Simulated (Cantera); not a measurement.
An isothermal plug-flow reactor at 500 K and 1.01 bar (inlet), inlet velocity 3 m/s, active area per volume 270 1/m; feed CO : O2 : N2 : H2O = 0.0024 : 0.12 : 0.79 : 0.0094 (molar parts), equivalence ratio 0.010.

Cantera simulation using Deutschmann's 1995 Pt surface mechanism with GRI-Mech 3.0 gas chemistry; the numbers are that mechanism's predictions, not measurements. Catalytic surfaces can have several steady states; this one follows from the mechanism file's or the stated starting coverage. Mass transfer to the wall is taken as infinitely fast.

Problem. What does this change do: temperature 500 to 925 K?

Solution. 
| quantity | before | after |
|---|---|---|
| x(CO) at z = 0.022 m | 0.00260 | 4.15e-7 |
| x(O2) at z = 0.022 m | 0.130 | 0.129 |
| x(H2O) at z = 0.022 m | 0.0102 | 0.0102 |
| x(CO2) at z = 0.022 m | 1.72e-9 | 0.00261 |
| θ(O*) at the exit | 0.999 | 0.885 |
